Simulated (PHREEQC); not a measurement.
2.2 g of hydrous ferric oxide (600 m²/g; 0.2 weak and 0.005 strong sites per Fe, Dzombak-Morel constants, diffuse double layer) in 1 kg of water with 0.001 mol/kgw of an inert sodium salt and 4.4e-05 mol/kgw NaH2PO4 and 0.014 mol/kgw Na2SO4, at 25 °C; the pH is set by adding NaOH or the inert anion's acid. Oxygen alone is held at its pressure in air (log pO2 = -0.68). CO2 from the air is kept out. Nothing may precipitate in this run.

All values are PHREEQC results (ion-association model, wateq4f.dat), not measurements.

```
pH    P sorbed (%)  S sorbed (%)  surface charge σ (C/m²)  surface potential ψ (mV)
----  ------------  ------------  -----------------------  ------------------------
4             99.8          16.5                    0.027                        51
4.5           99.8          16.3                    0.027                        51
5             99.9          15.7                    0.026                        49
5.5           99.9          14.5                    0.024                        47
6.5          100.0           9.2                    0.017                        34
7            100.0           [?]                    0.012                        25
7.5           99.9           3.0                    0.007                       [?]
8             99.8           1.0                   -0.001                        -1
8.5           99.0           [?]                   -0.011                       -23
9             93.3           0.0                   -0.025                       -47
9.5           67.9           0.0                   -0.044                       -70
10.5           6.1           0.0                   -0.105                      -112
11             1.2           0.0                   -0.151                      -130
11.5           0.2           0.0                   -0.209                      -144
12             0.0           0.0                   -0.275                      -154
```

Some entries are withheld; supply them.


- 7, S sorbed (%): 5.9
- 7.5, surface potential ψ (mV): 14
- 8.5, S sorbed (%): 0.2

H3PO4, which wateq4f.dat lacks, is added to it with the constant of phreeqc.dat.
